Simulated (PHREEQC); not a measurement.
A solution holds 0.0015 mol/kgw ZnSO4 and 7.3e-05 mol/kgw HCl, at 25 °C. Closed to the air; pH follows from the charge balance.

Equilibrium calculation in PHREEQC: ion-association model, phreeqc.dat.

**Question.** The ionic strength comes out as 0.00521 mol/kgw. What activity coefficients do HSO4-, H+, Zn(SO4)2-2, Zn+2, SO4-2 get?

**Answer.** HSO4- 0.92, H+ 0.93, Zn(SO4)2-2 0.73, Zn+2 0.74, SO4-2 0.74.

Precipitation was switched off in this run.
